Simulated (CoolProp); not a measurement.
A simple Rankine cycle with hydrogen sulfide: condensing at 291.15 K, boiler at 4.53 MPa, turbine inlet 485.2 K, turbine efficiency 0.9, pump efficiency 0.6, no recuperator. Each further row changes one setting.

Computed with CoolProp (reference Helmholtz-energy equation of state, Lemmon 2006). It is a short technical equation, of lower accuracy than the large ones.

```json
[
 {"case": "as stated", "thermal efficiency (%)": "12.9", "net work (kJ/kg)": "81.2", "heat in (kJ/kg)": "632", "turbine exit temperature (K)": "390.6", "volume ratio over the turbine": "2.19"},
 {"case": "turbine inlet 505.2 K", "thermal efficiency (%)": "13.1", "net work (kJ/kg)": "85.8", "heat in (kJ/kg)": "656", "turbine exit temperature (K)": "408.0", "volume ratio over the turbine": "2.19"},
 {"case": "condensing temperature 283.15 K", "thermal efficiency (%)": "14.9", "net work (kJ/kg)": "96.9", "heat in (kJ/kg)": "648", "turbine exit temperature (K)": "372.9", "volume ratio over the turbine": "2.59"},
 {"case": "boiler pressure 3.17 MPa", "thermal efficiency (%)": "8.7", "net work (kJ/kg)": "56.1", "heat in (kJ/kg)": "644", "turbine exit temperature (K)": "423.8", "volume ratio over the turbine": "1.65"},
 {"case": "turbine efficiency 0.8", "thermal efficiency (%)": "11.3", "net work (kJ/kg)": "71.5", "heat in (kJ/kg)": "632", "turbine exit temperature (K)": "399.1", "volume ratio over the turbine": "2.25"}
]
```
